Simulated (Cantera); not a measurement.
Cantera run, input and output.

```python
import numpy as np
import cantera as ct

gas = ct.Solution("gri30.yaml")
gas.TPX = 1948, 86000, {'NO': 1, 'N2': 2.4, 'H2O': 0.0071}
inlet = ct.Reservoir(gas, clone=True)

reactor = ct.IdealGasConstPressureReactor(gas, energy="off", clone=False)
exhaust = ct.Reservoir(gas, clone=True)
tau = [5.9, 1.9, 0.59, 0.19, 0.059, 0.019, 0.0058, 0.0018][0]
for a, b in ((inlet, reactor), (reactor, exhaust)):
    ct.MassFlowController(a, b, mdot=lambda t: reactor.mass / tau)
net = ct.ReactorNet([reactor])
show = ['NO', 'O2', 'N2O', 'NO2', 'O', 'N2']

rows = []
print(f"{'tau/s':>10s}{'T/K':>9s}" + "".join(f"{s:>11s}" for s in show))
for tau in [5.9, 1.9, 0.59, 0.19, 0.059, 0.019, 0.0058, 0.0018]:
    net.initial_time = 0.0
    net.advance(30 * tau)
    before = gas.X
    net.advance(40 * tau)
    drift = np.max(np.abs(gas.X - before) / (gas.X + 1e-9))
    rows.append([gas.T, *gas[show].X, drift])
    print(f"{tau:10.3e}{gas.T:9.1f}" + "".join(f"{x:11.3e}" for x in gas[show].X))
```

Result:

```
     tau/s      T/K         NO         O2        N2O        NO2          O         N2
 5.900e+00   1948.0  8.887e-02  1.021e-01  3.552e-06  1.085e-04  1.551e-04  8.066e-01
 1.900e+00   1948.0  1.573e-01  6.785e-02  1.069e-05  1.573e-04  1.278e-04  7.724e-01
 5.900e-01   1948.0  2.276e-01  3.269e-02  2.245e-05  1.606e-04  9.120e-05  7.373e-01
 1.900e-01   1948.0  2.685e-01  1.231e-02  3.142e-05  1.209e-04  5.937e-05  7.168e-01
 5.900e-02   1948.0  2.855e-01  3.891e-03  3.528e-05  7.889e-05  3.750e-05  7.084e-01
 1.900e-02   1948.0  2.909e-01  1.209e-03  3.563e-05  5.248e-05  2.533e-05  7.057e-01
 5.800e-03   1948.0  2.927e-01  3.354e-04  3.341e-05  3.698e-05  1.828e-05  7.048e-01
 1.800e-03   1948.0  2.932e-01  8.009e-05  2.756e-05  2.766e-05  1.374e-05  7.045e-01
```

Detailed kinetics in Cantera: GRI-Mech 3.0 (53 species, 325 reactions).
